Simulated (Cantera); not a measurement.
Nb2O5 + H2 (hydrogen reduction and annealing atmospheres)

A closed system holds: 1 mol Nb2O5, 2 mol H2, held at 7.50 Torr.

These are equilibrium values from Cantera (NASA tables, ideal gas, pure condensed phases), not measurements of a reactor. Candidate condensed phases: H2O, Nb, NbO, NbO2, Nb2O5; 12 gas species. Mutual solubility and eutectic melting of coexisting phases are not modelled. Condensed phases not in the tables: the oxides between NbO2 and Nb2O5. Equilibrium is a limit: real reactors are often held back by kinetics, nucleation or transport.

| T (K) | x H2 | x H2O | x H | x OH | x NbO2 | x O | x NbO | x O2 | n NbO2(s) | n Nb2O5(s) | n Nb2O5(l) |
|---|---|---|---|---|---|---|---|---|---|---|---|
| 875 | 0.998 | 0.00183 | 5.01e-10 | <1e-12 | <1e-12 | <1e-12 | <1e-12 | <1e-12 | 0.00732 | 0.996 | 0 |
| 975 | 0.996 | 0.00444 | 1.14e-8 | <1e-12 | <1e-12 | <1e-12 | <1e-12 | <1e-12 | 0.0178 | 0.991 | 0 |
| 1075 | 0.991 | 0.00920 | 1.46e-7 | 5.14e-12 | <1e-12 | <1e-12 | <1e-12 | <1e-12 | 0.0368 | 0.982 | 0 |
| 1175 | 0.982 | 0.0180 | 1.21e-6 | 1.55e-10 | <1e-12 | <1e-12 | <1e-12 | <1e-12 | 0.0720 | 0.964 | 0 |
| 1275 | 0.968 | 0.0321 | 7.25e-6 | 2.80e-9 | 2.09e-12 | <1e-12 | <1e-12 | <1e-12 | 0.128 | 0.936 | 0 |
| 1375 | 0.948 | 0.0522 | 3.34e-5 | 3.31e-8 | 1.01e-10 | 1.07e-12 | <1e-12 | <1e-12 | 0.209 | 0.896 | 0 |
| 1475 | 0.921 | 0.0787 | 0.000124 | 2.79e-7 | 2.87e-9 | 3.30e-11 | <1e-12 | 1.32e-12 | 0.315 | 0.843 | 0 |
| 1575 | 0.888 | 0.111 | 0.000392 | 1.78e-6 | 5.23e-8 | 6.59e-10 | 1.78e-11 | 3.79e-11 | 0.445 | 0.778 | 0 |
| 1675 | 0.850 | 0.149 | 0.00107 | 9.07e-6 | 6.66e-7 | 9.23e-9 | 3.15e-10 | 7.30e-10 | 0.596 | 0.702 | 0 |
| 1775 | 0.807 | 0.191 | 0.00260 | 3.82e-5 | 6.30e-6 | 9.62e-8 | 3.99e-9 | 1.01e-8 | 0.763 | 0.618 | 0 |
| 1875 | 0.816 | 0.178 | 0.00592 | 0.000101 | 4.65e-5 | 5.53e-7 | 5.39e-8 | 5.28e-8 | 0.714 | 0 | 0.643 |
x: gas mole fraction; n: condensed amount in mol.

From 875 K to 1775 K the condensed part is NbO2(s) + Nb2O5(s). At 1875 K the condensed part is NbO2(s) + Nb2O5(l).
